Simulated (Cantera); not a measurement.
Mixture: 12.5 % CH4, 3.24 % CO, 17.7 % O2, 66.6 % N2, equivalence ratio 1.5, at 1000000 Pa, adiabatic and at constant pressure. Ignition delay is the time to a rise of 400 K.

Detailed kinetics in Cantera: GRI-Mech 3.0 (53 species, 325 reactions).

Problem. Predict: delay at 1125 K; delay at 1325 K; delay at 1525 K; delay at 1725 K; delay at 1925 K; apparent activation energy between 1825 and 2025 K.

Solution. delay at 1125 K: 25.0 ms
delay at 1325 K: 1.73 ms
delay at 1525 K: 0.196 ms
delay at 1725 K: 32.1 µs
delay at 1925 K: 7.83 µs
apparent activation energy between 1825 and 2025 K: 190 kJ/mol
